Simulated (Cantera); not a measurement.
Feed: 1 mol Ti, 0.056 mol C₃H₈, 290 mol H₂, equilibrated at 1423.15 K and 86.0 mbar.

Equilibrium computed with Cantera from the NASA thermochemical tables; the gas is ideal and each condensed phase is pure. Candidate condensed phases: C, C₆H₆, C₇H₈, C₈H₁₈, Ti, TiC; 77 gas species. Mutual solubility and eutectic melting of coexisting phases are not modelled. TiC: taken at fixed stoichiometry. Condensed phases not in the tables: N, O or C dissolved in the metal. Kinetics and transport are ignored.

Task: What is the equilibrium state?

Result: 
- x(H₂): 1.000
- x(H): 2.27e-5
- n(Ti(β)): 0.832 mol
- n(TiC(s)): 0.168 mol
- gas amount: 290.2 mol
- log10 activity of C(graphite) (absent): -6.13
